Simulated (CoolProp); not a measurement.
Vapour-liquid equilibrium of ethylene (1) + ethane (2) at 167.6 K; x and y are mole fractions of (1).

Computed with CoolProp (multi-fluid Helmholtz-energy mixture model, Smukala 2000 and Bücker 2006; pair parameters Bell 2016).

```csv
x,"bubble pressure, mixture model (kPa)","bubble pressure, Raoult's law (kPa)","y, mixture model","y, Raoult's law"
0.05,40.20,39.29,0.134,0.116
0.2,49.66,47.48,0.400,0.384
0.35,57.86,55.66,0.572,0.573
0.5,65.52,63.85,0.701,0.714
0.65,73.06,72.03,0.808,0.822
0.8,80.70,80.22,0.900,0.909
0.95,88.51,88.41,0.977,0.979
```

The largest gap from Raoult's law is +4.6 % in bubble pressure, at x = 0.2. No azeotrope shows between x = 0.05 and 0.95.

The pair parameters rest on a limited set of measurements; away from them the model extrapolates.
